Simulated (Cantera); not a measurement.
Input: 1 mol Cr, 10 mol H₂O, 19 mol N₂, at 1200 °C and 0.00640 bar.

These are equilibrium values from Cantera (NASA tables, ideal gas, pure condensed phases), not measurements of a reactor. Candidate condensed phases: Cr, CrN, Cr₂N, Cr₂O₃, H₂O; 29 gas species. Equilibrium is a limit: real reactors are often held back by kinetics, nucleation or transport.

Base state: N₂ 0.655, H₂O 0.293, H₂ 0.0517, H 3.60e-5 (mole fractions); condensed: Cr₂O₃(s).

**Question.** What changes in the equilibrium state with this change: temperature from 1200 °C to 2150 °C?

**Answer.** 
| species | before | after |
|---|---|---|
| N₂ | 0.655 | 0.581 |
| H₂O | 0.293 | 0.188 |
| H₂ | 0.0517 | 0.0742 |
| H | 3.60e-5 | 0.0604 |
| CrO | <1e-9 | 0.0139 |
| CrO₂ | <1e-9 | 0.0113 |
| O | 3.25e-9 | 0.0157 |
| O₂ | 8.65e-9 | 0.0164 |
| OH | 5.32e-6 | 0.0290 |
| Cr | <1e-9 | 0.00551 |
| CrO₃ | <1e-9 | 3.05e-5 |
| NO | 1.98e-7 | 0.00481 |
| Cr₂O₃(s), mol | 0.500 | 0 |

**Question.** What changes in the equilibrium state with this change: temperature from 1200 °C to 2502 °C?

**Answer.** 
```
species         before    after
-------------  -------  -------
N₂               0.655    0.462
H              3.60e-5    0.239
O              3.25e-9   0.0944
H₂O              0.293   0.0406
Cr               <1e-9   0.0129
O₂             8.65e-9   0.0236
OH             5.32e-6   0.0409
H₂              0.0517   0.0652
CrO              <1e-9  0.00984
CrO₂             <1e-9  0.00185
NO             1.98e-7  0.00912
N                <1e-9  2.47e-5
Cr₂O₃(s), mol    0.500        0
```

**Question.** What changes in the equilibrium state with this change: temperature from 1200 °C to 2225 °C?

**Answer.** 
```json
[
 {"species": "N₂", "before": "0.655", "after": "0.560"},
 {"species": "H₂O", "before": "0.293", "after": "0.155"},
 {"species": "H", "before": "3.60e-5", "after": "0.0877"},
 {"species": "CrO", "before": "<1e-9", "after": "0.0140"},
 {"species": "O", "before": "3.25e-9", "after": "0.0259"},
 {"species": "O₂", "before": "8.65e-9", "after": "0.0209"},
 {"species": "OH", "before": "5.32e-6", "after": "0.0356"},
 {"species": "H₂", "before": "0.0517", "after": "0.0792"},
 {"species": "CrO₂", "before": "<1e-9", "after": "0.00873"},
 {"species": "Cr", "before": "<1e-9", "after": "0.00684"},
 {"species": "NO", "before": "1.98e-7", "after": "0.00609"},
 {"species": "Cr₂O₃(s), mol", "before": "0.500", "after": "0"}
]
```
